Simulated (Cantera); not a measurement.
# Equilibrium for abatement and gas-phase synthesis: H2O

Charge: 1 mol H2O, equilibrated at 1.00 Torr.

Equilibrium computed with Cantera from the NASA thermochemical tables; the gas is ideal and each condensed phase is pure. Candidate condensed phases: H2O; 9 gas species. Rates play no part.

```json
[
 {"T (°C)": "875", "x H2O": "1.000", "x H2": "2.97e-5", "x O2": "1.43e-5", "x OH": "2.15e-6", "x H": "1.07e-8", "x O": "8.23e-10", "x HO2": "3.33e-12"},
 {"T (°C)": "925", "x H2O": "1.000", "x H2": "6.15e-5", "x O2": "2.94e-5", "x OH": "5.25e-6", "x H": "4.08e-8", "x O": "3.57e-9", "x HO2": "1.02e-11"},
 {"T (°C)": "975", "x H2O": "1.000", "x H2": "0.000120", "x O2": "5.72e-5", "x OH": "1.19e-5", "x H": "1.40e-7", "x O": "1.38e-8", "x HO2": "2.88e-11"},
 {"T (°C)": "1025", "x H2O": "1.000", "x H2": "0.000223", "x O2": "0.000105", "x OH": "2.54e-5", "x H": "4.39e-7", "x O": "4.80e-8", "x HO2": "7.47e-11"},
 {"T (°C)": "1075", "x H2O": "0.999", "x H2": "0.000397", "x O2": "0.000186", "x OH": "5.12e-5", "x H": "1.26e-6", "x O": "1.52e-7", "x HO2": "1.81e-10"},
 {"T (°C)": "1125", "x H2O": "0.999", "x H2": "0.000676", "x O2": "0.000314", "x OH": "9.82e-5", "x H": "3.37e-6", "x O": "4.45e-7", "x HO2": "4.10e-10"},
 {"T (°C)": "1175", "x H2O": "0.998", "x H2": "0.00111", "x O2": "0.000512", "x OH": "0.000180", "x H": "8.42e-6", "x O": "1.21e-6", "x HO2": "8.79e-10"},
 {"T (°C)": "1225", "x H2O": "0.997", "x H2": "0.00177", "x O2": "0.000809", "x OH": "0.000316", "x H": "1.98e-5", "x O": "3.07e-6", "x HO2": "1.79e-9"},
 {"T (°C)": "1275", "x H2O": "0.995", "x H2": "0.00273", "x O2": "0.00124", "x OH": "0.000537", "x H": "4.41e-5", "x O": "7.35e-6", "x HO2": "3.48e-9"},
 {"T (°C)": "1325", "x H2O": "0.993", "x H2": "0.00410", "x O2": "0.00185", "x OH": "0.000880", "x H": "9.34e-5", "x O": "1.67e-5", "x HO2": "6.49e-9"},
 {"T (°C)": "1375", "x H2O": "0.990", "x H2": "0.00601", "x O2": "0.00268", "x OH": "0.00140", "x H": "0.000189", "x O": "3.59e-5", "x HO2": "1.16e-8"}
]
```
x: gas mole fraction; nothing condenses.

From 875 °C to 1375 °C nothing is condensed.
